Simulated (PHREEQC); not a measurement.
PHREEQC input (ion-association model, wateq4f.dat):

```
SOLUTION_MASTER_SPECIES
  An  An-  0  An  62.0  # stands for a non-complexing anion
SOLUTION_SPECIES
  An- = An-
    -log_k 0
    -gamma 3.0 0
PHASES
  Fix_H+
    H+ = H+
    -log_k 0
SOLUTION 1
  temp 25
  units mmol/kgw
  pH 7 charge
  Cl 0.58
  Ba 0.29
  Na 100
  An 100
END
SELECTED_OUTPUT 1
  -reset false
  -pH true
  -pe true
  -ionic_strength true
  -water true
  -totals Ba Cl Na
  -molalities Hfo_wOH Hfo_wOH2+ Hfo_wO- Hfo_sOH Hfo_sOH2+ Hfo_sO- Hfo_sOHBa+2 Hfo_wOBa+
  -saturation_indices Halite
USER_PUNCH 1
  -headings sigma psi
  10 PUNCH EDL("sigma", "Hfo"), EDL("psi", "Hfo")
PRINT
  -reset false
USE solution 1
SURFACE 1
  Hfo_wOH 0.00876404 600 3.9
  Hfo_sOH 0.000219101
EQUILIBRIUM_PHASES 1
  Fix_H+ -3 HAn 10
    -force_equality true
  O2(g) -0.68 10
END
# ... the last block is repeated for the other 16 points of pH, with NaOH or the acid as the point needs
```

Selected output (columns that matter, 11 of 17 rows; pH added in front):

```
pH	mu	Ba	Cl	Na	m_Hfo_wOH	m_Hfo_wOH2+	m_Hfo_wO-	m_Hfo_sOH	m_Hfo_sOH2+	m_Hfo_sO-	m_Hfo_sOHBa+2	si_Halite	sigma	psi
3	0.1065	0.00029	0.00058	0.1	0.00016013	0.0086038	6.8273e-08	4.0032e-06	0.0002151	1.7068e-09	9.3715e-10	-6.0465	0.36366	0.15143
3.75	0.1052	0.00028999	0.00058	0.1	0.00073943	0.008023	1.5612e-06	1.8485e-05	0.00020057	3.9029e-08	5.6026e-09	-6.0456	0.33905	0.14816
4.12	0.10475	0.00028999	0.00058	0.1	0.0013631	0.0073951	5.7561e-06	3.4076e-05	0.00018487	1.4389e-07	1.4208e-08	-6.0453	0.31233	0.14408
4.88	0.10368	0.00028989	0.00058	0.1	0.0032252	0.0054954	4.3363e-05	8.0591e-05	0.00013732	1.0835e-06	1.1009e-07	-6.0445	0.23045	0.12887
5.25	0.10315	0.00028968	0.00058	0.1	0.0041572	0.0045192	8.7608e-05	0.00010378	0.00011282	2.187e-06	3.174e-07	-6.0441	0.18733	0.11853
6	0.10222	0.000287	0.00058	0.1	0.0056158	0.002899	0.00024921	0.00013847	7.1483e-05	6.1449e-06	3.0009e-06	-6.0434	0.11221	0.093298
6.75	0.1015	0.00026228	0.00058	0.1	0.0064017	0.0018567	0.00050565	0.00013981	4.0549e-05	1.1043e-05	2.7701e-05	-6.0429	0.059214	0.063744
7.12	0.10116	0.00022411	0.00058	0.1	0.0065999	0.0014978	0.00066623	0.00011543	2.6196e-05	1.1652e-05	6.5824e-05	-6.0427	0.040323	0.048158
7.88	0.10057	0.0001216	0.00058	0.10008	0.0067258	0.00098057	0.0010568	3.9553e-05	5.7666e-06	6.2151e-06	0.00016757	-6.0419	0.010691	0.014568
8.25	0.1007	8.9699e-05	0.00058	0.10045	0.0066884	0.00081438	0.0012584	1.6494e-05	2.0083e-06	3.1033e-06	0.00019749	-6.0404	-0.0019513	-0.0026919
9	0.101	4.4487e-05	0.00057999	0.10123	0.0064487	0.00054844	0.0017371	2.3589e-06	2.0062e-07	6.3542e-07	0.0002159	-6.0372	-0.030007	-0.037839
```

Species that the database lacks are ignored. The oxide is taken as insoluble; below pH 4 it would dissolve.
